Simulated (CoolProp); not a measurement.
Vapour pressure (MPa) of CH2F2 (R32): the reference equation beside estimates from Tc = 351.3 K, pc = 5.783 MPa, ω = 0.277. Clausius-Clapeyron is anchored at 260.8 K with a constant enthalpy of vaporisation of 17.35 kJ/mol.

The numbers come from the reference Helmholtz-energy equation of state, Tillner-Roth 1997 in CoolProp.

```
T (K)  reference  Lee-Kesler  Clausius-Clapeyron  van der Waals  Redlich-Kwong  Soave-Redlich-Kwong
-----  ---------  ----------  ------------------  -------------  -------------  -------------------
247.2     0.3222      0.3226              0.3455          1.191         0.5290               0.3224
249.9     0.3583      0.3594              0.3785          1.259         0.5790               0.3592
252.6     0.3974      0.3994              0.4138          1.328         0.6323               0.3991
255.4     0.4414      0.4443              0.4531          1.403         0.6912               0.4441
258.1     0.4872      0.4912              0.4935          1.478         0.7516               0.4911
260.8     0.5366      0.5416              0.5366          1.555         0.8157               0.5417
263.5     0.5897      0.5959              0.5825          1.635         0.8835               0.5962
266.2     0.6468      0.6541              0.6312          1.718         0.9552               0.6548
268.9     0.7080      0.7165              0.6829          1.803          1.031               0.7177
271.6     0.7735      0.7833              0.7377          1.890          1.111               0.7850
274.3     0.8435      0.8545              0.7956          1.981          1.195               0.8569
277       0.9182      0.9304              0.8569          2.074          1.283               0.9338
279.7     0.9977       1.011              0.9215          2.170          1.376                1.016
```

Absolute difference from the reference over all 13 rows, mean and median: Lee-Kesler 0.9 and 1.1 %, Clausius-Clapeyron 4.1 and 4.1 %, van der Waals 183.6 and 177.3 %, Redlich-Kwong 50.3 and 49.8 %, Soave-Redlich-Kwong 1.0 and 1.1 %.
